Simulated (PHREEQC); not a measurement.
## Buffer: speciation

A solution holds 0.138 mol/kgw HF, 0.00054 mol/kgw NH3 and 5.5e-05 mol/kgw NaCl, at 25 °C. Closed to the air; pH follows from the charge balance.

Equilibrium calculation in PHREEQC: ion-association model, phreeqc.dat.

No solid was allowed to form.

Task: What pH does the model give?

Result: pH 1.97.

Task: In which forms is F present?

Result: HF 88 %, F- 6.1 %, HF2- 5.7 % of the F.

Species that the database lacks are ignored.
